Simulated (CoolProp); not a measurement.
Saturation properties of ammonia (Tc = 132.4 °C, pc = 11.36 MPa, ω = 0.256).

Model: reference Helmholtz-energy equation of state, Gao 2020, in CoolProp.

| T (°C) | p (MPa) | enthalpy of vaporisation (kJ/kg) | surface tension (mN/m) |
|---|---|---|---|
| 4.75 | 0.5109 | 1245 | 25.2 |
| 18.55 | 0.8180 | 1192 | 22.0 |
| 32.35 | 1.250 | 1134 | 18.8 |
| 46.05 | 1.832 | 1071 | 15.8 |
| 59.85 | 2.605 | 998.6 | 12.8 |
| 73.65 | 3.599 | 916.4 | 9.88 |
| 87.45 | 4.853 | 820.4 | 7.14 |
| 101.15 | 6.397 | 704.9 | 4.59 |

It boils at -33.3 °C under 1 atm.

Surface tension comes from a separate correlation (Mulero 2012).
